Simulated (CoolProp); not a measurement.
Computed with CoolProp (reference Helmholtz-energy equation of state, Platzer 1990). This equation is an older, rougher fit.

Problem. For c-C4F8 (RC318), give the phase and the Joule-Thomson coefficient (K/MPa), conductivity (mW/(m K)) at 422.5 K and 0.447 MPa; 416.8 K and 0.0796 MPa; 463.7 K and 0.313 MPa.

Solution. 
- 422.5 K and 0.447 MPa: gas; Joule-Thomson coefficient 6.16, conductivity 20.9
- 416.8 K and 0.0796 MPa: gas; Joule-Thomson coefficient 6.09, conductivity 20.3
- 463.7 K and 0.313 MPa: gas; Joule-Thomson coefficient 4.70, conductivity 23.7

Thermal conductivity comes from a separate model (Huber 2003), an estimate that may be off by 10 % or more.
